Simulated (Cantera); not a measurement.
A counterflow diffusion flame at 100000 Pa, nozzles 20 mm apart: fuel side 45.7 % CH4, 35.6 % H2, 18.7 % N2 at 350 K, oxidiser side 22.0 % O2, 78.0 % N2 at 700 K, fuel mass flux 1.1 times the oxidiser's; mixture-averaged transport, no radiation.

Detailed kinetics in Cantera: GRI-Mech 3.0 (53 species, 325 reactions). GRI-Mech 3.0 has no aromatics or soot, which form on the fuel side of real flames. The maximum strain rate includes the flame's own expansion and is several times the mean.

x: mole fraction; the columns are a selection and need not sum to one.

```tsv
oxidiser flux (kg/m²/s)	max strain (1/s)	mean strain (1/s)	T max (K)	peak x OH	peak x H	peak x NO	peak x CO	peak x C2H2
0.6	541	133	2234	0.0137	0.00877	0.000287	0.0487	0.0102
0.95	832	210	2203	0.0135	0.00953	0.000242	0.0474	0.00993
1.5	1290	332	2177	0.0134	0.0104	0.000203	0.0466	0.00974
2.3	…	509	2148	0.0130	0.0111	…	0.0460	0.00942
3.7	…	818	2113	0.0124	0.0118	…	0.0456	0.00874
5.8	4680	1280	2073	0.0116	0.0122	8.63e-5	0.0455	0.00769
9.2	7270	2030	2023	0.0104	0.0123	5.29e-5	0.0459	0.00612
```

Q: Some entries are withheld; supply them.

A: 
- 2.3, max strain (1/s): 1930
- 2.3, peak x NO: 0.000165
- 3.7, max strain (1/s): 3050
- 3.7, peak x NO: 0.000123
